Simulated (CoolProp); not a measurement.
Saturation properties of isobutene (Tc = 418.1 K, pc = 4016 kPa, ω = 0.193).

Values from CoolProp's reference Helmholtz-energy equation of state, Lemmon 2005. It is a short technical equation, of lower accuracy than the large ones.

```
T (K)  p (kPa)  vapour density (kg/m³)  liquid cp (kJ/(kg K))  surface tension (mN/m)
-----  -------  ----------------------  ---------------------  ----------------------
207.4    4.680                  0.1531                  2.026                     [?]
221.9    11.93                     [?]                  2.066                    21.5
236.5      [?]                  0.7780                  2.112                    19.5
251.1    53.98                   1.492                  2.164                    17.6
265.7    99.57                   2.640                  2.222                    15.7
280.3    170.8                   4.378                  2.287                    13.9
294.9    276.0                   6.892                  2.360                    12.1
309.5    424.3                   10.41                  2.443                    10.4
324.1    625.3                   15.22                    [?]                    8.69
338.7    889.6                   21.71                    [?]                     [?]
353.3     1228                   30.47                  2.799                    5.50
367.9     1654                   42.42                  2.997                    4.02
```

### Question
Complete the blanks.

### Answer

- 207.4, surface tension (mN/m): 23.5
- 221.9, vapour density (kg/m³): 0.3666
- 236.5, p (kPa): 26.79
- 324.1, liquid cp (kJ/(kg K)): 2.539
- 338.7, liquid cp (kJ/(kg K)): 2.654
- 338.7, surface tension (mN/m): 7.06

It boils at 266.1 K under 1 atm.

Surface tension comes from a separate correlation (Mulero 2012).
